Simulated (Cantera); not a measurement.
Cantera run, input and output.

```python
import numpy as np
import cantera as ct

gas = ct.Solution("gri30.yaml")
gas.TPX = 1125, 300000, {'CH3OH': 0.0062, 'O2': 0.0059, 'N2': 1}
reactor = ct.IdealGasConstPressureReactor(gas, energy="off", clone=False)
net = ct.ReactorNet([reactor])
net.rtol, net.atol = 1e-08, 1e-18
show = ['CH3OH', 'O2', 'HCO', 'CH3', 'HO2']
times = np.geomspace(2e-06, 60, 10)

steps = ct.SolutionArray(gas, extra=["t"])
rows = []
print(f"{'t/s':>10s}{'T/K':>9s}{'P/Pa':>11s}" + "".join(f"{s:>11s}" for s in show))
for t in times:
    while net.time < t:
        t_next = net.step()
        steps.append(gas.state, t=t_next)
    rows.append([np.interp(t, steps.t, y) for y in (steps.T, steps.P, *steps(*show).X.T)])
    print(f"{t:10.3e}{rows[-1][0]:9.1f}{rows[-1][1]:11.4g}" + "".join(f"{x:11.3e}" for x in rows[-1][2:]))
rate = np.gradient(steps.T, steps.t)
print("integrator steps:", len(steps.t))
if steps.T.max() > steps.T[0] + 200:
    print(f"time of steepest temperature rise: {steps.t[rate.argmax()]:.4e} s")
gas.TPX = 1125, 300000, {'CH3OH': 0.0062, 'O2': 0.0059, 'N2': 1}
gas.equilibrate("TP")
print(f"equilibrium (TP): T = {gas.T:.1f} K  " + "  ".join(f"{s} {gas[s].X[0]:.3e}" for s in show))
```

It prints:

```
       t/s      T/K       P/Pa      CH3OH         O2        HCO        CH3        HO2
 2.000e-06   1125.0      3e+05  6.126e-03  5.829e-03  4.064e-18  4.926e-11  2.886e-11
 1.355e-05   1125.0      3e+05  6.126e-03  5.829e-03  1.058e-16  3.270e-10  8.358e-10
 9.175e-05   1125.0      3e+05  6.126e-03  5.829e-03  9.045e-16  1.936e-09  7.033e-09
 6.214e-04   1125.0      3e+05  6.126e-03  5.829e-03  8.484e-15  6.150e-09  5.584e-08
 4.209e-03   1125.0      3e+05  6.125e-03  5.829e-03  1.433e-13  6.144e-09  4.141e-07
 2.851e-02   1125.0      3e+05  6.080e-03  5.814e-03  6.714e-11  2.674e-09  4.522e-06
 1.931e-01   1125.0      3e+05  4.484e-11  3.623e-09  2.144e-10  1.344e-09  5.313e-12
 1.308e+00   1125.0      3e+05  5.751e-12  1.925e-10  1.613e-11  1.769e-10  1.251e-13
 8.858e+00   1125.0      3e+05  8.612e-13  1.748e-11  2.379e-12  2.740e-11  2.646e-15
 6.000e+01   1125.0      3e+05  1.679e-13  9.240e-13  4.746e-13  5.487e-12  3.194e-17
integrator steps: 3253
equilibrium (TP): T = 1125.0 K  CH3OH 2.735e-15  O2 6.300e-18  HCO 1.376e-13  CH3 2.892e-15  HO2 8.216e-22
```

Model: GRI-Mech 3.0 (53 species, 325 reactions), integrated in Cantera. GRI-Mech 3.0 was tuned for natural gas; its chemistry of methanol as a main component is partial and can be far from experiment.
